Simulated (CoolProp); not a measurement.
Vapour-liquid equilibrium of diethyl ether (1) + acetone (2) at 74.25 °C; x and y are mole fractions of (1).

The numbers come from the multi-fluid Helmholtz-energy mixture model, Thol 2014 and Lemmon 2006; pair parameters Bell 2016 in CoolProp.

### Question
Give the bubble pressure and the first vapour's composition at x = 0.05, 0.425, 0.8. Is there an azeotrope?

### Answer
x = 0.05: 0.1968 MPa, y = 0.117; x = 0.425: 0.2905 MPa, y = 0.604; x = 0.8: 0.3385 MPa, y = 0.841. No azeotrope shows between x = 0.05 and 0.95.

The pair parameters rest on a limited set of measurements; away from them the model extrapolates.
